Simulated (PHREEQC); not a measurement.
NaOH is added in steps, without added water, to 1 kg of water holding 8.2 mmol/kgw SrCl2, 4.6 mmol/kgw Na2SO4 and 0.041 mmol/kgw MgSO4, at 42 °C. Oxygen alone is held at its pressure in air (log pO2 = -0.68). CO2 from the air is kept out. The run lets Celestite, Brucite, Halite, Mirabilite, Epsomite precipitate or redissolve, and no other solid.

Base run: PHREEQC, ion-association model, wateq4f.dat. Each further column changes one thing. The table gives MgOH+ (mol/kgw).

```
NaOH added (mol)     base  database phreeqc.dat  Davies equation for every ion  all activity coefficients set to 1
----------------  -------  --------------------  -----------------------------  ----------------------------------
0                 2.26e-9               2.24e-9                        2.24e-9                             3.43e-9
0.002             2.07e-6               1.38e-5                        2.08e-6                             1.55e-6
0.004             1.03e-6               2.05e-5                        1.03e-6                             7.61e-7
0.006             6.86e-7               2.44e-5                        6.92e-7                             5.04e-7
0.008             5.18e-7               2.70e-5                        5.22e-7                             3.76e-7
0.01              4.17e-7               2.88e-5                        4.21e-7                             3.01e-7
0.012             3.50e-7               3.02e-5                        3.53e-7                             2.50e-7
0.014             3.02e-7               3.13e-5                        3.05e-7                             2.14e-7
0.016             2.66e-7               3.21e-5                        2.68e-7                             1.87e-7
```

At this temperature some constants are extrapolated from 25 °C, and those without enthalpy data are left unchanged. phreeqc.dat and wateq4f.dat share most of their constants, so their agreement is no independent check. Solids allowed in the column 'database phreeqc.dat': Celestite, Halite.
